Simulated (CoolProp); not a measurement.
1,2-dichloroethane at several states: Z from the reference equation and from simpler models built on Tc = 561.6 K, pc = 5.226 MPa, ω = 0.269; each cubic takes its own stable root.

Values from CoolProp's reference Helmholtz-energy equation of state, Thol 2015.

```
T (K)  p (MPa)   phase  reference
-----  -------  ------  ---------
483.9     6.52  liquid     0.1711
460.5   0.0128     gas     0.9984
301.5     1.43  liquid    0.04545
403.8   0.0605     gas     0.9882
426.2     7.27  liquid     0.1927
```

### Question
How far does each simpler model (van der Waals, Peng-Robinson) lie from the reference over these 5 states: mean and median of the absolute difference, and the worst?

### Answer
- van der Waals: mean 41.1 %, median 64.6 %, worst +74.0 % at 301.5 K and 1.43 MPa
- Peng-Robinson: mean 1.2 %, median 0.9 %, worst +3.0 % at 483.9 K and 6.52 MPa
